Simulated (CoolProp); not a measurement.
Dry air along the isotherm 141.9 K: Z from the reference equation and from simpler models built on Tc = 132.5 K, pc = 37.86 bar, ω = 0.034; each cubic takes its own stable root.

Values from CoolProp's reference Helmholtz-energy equation of state, Lemmon 2000. It is a pseudo-pure fit of the blend.

```
p (bar)          phase  reference
-------  -------------  ---------
13.5               gas     0.8957
27                 gas     0.7715
40.6     supercritical     0.6079
54.1     supercritical     0.3942
67.6     supercritical     0.3577
81.1     supercritical     0.3857
94.6     supercritical     0.4235
108      supercritical     0.4636
122      supercritical     0.5065
135      supercritical     0.5464
149      supercritical     0.5894
162      supercritical     0.6291
176      supercritical     0.6716
189      supercritical     0.7108
```

How far does each simpler model (van der Waals, Redlich-Kwong, Soave-Redlich-Kwong) lie from the reference over these 14 states: mean and median of the absolute difference, and the worst?


- van der Waals: mean 16.3 %, median 22.3 %, worst +23.6 % at 141.9 K and 189 bar
- Redlich-Kwong: mean 2.5 %, median 1.5 %, worst +7.7 % at 141.9 K and 67.6 bar
- Soave-Redlich-Kwong: mean 2.9 %, median 1.7 %, worst +8.7 % at 141.9 K and 67.6 bar
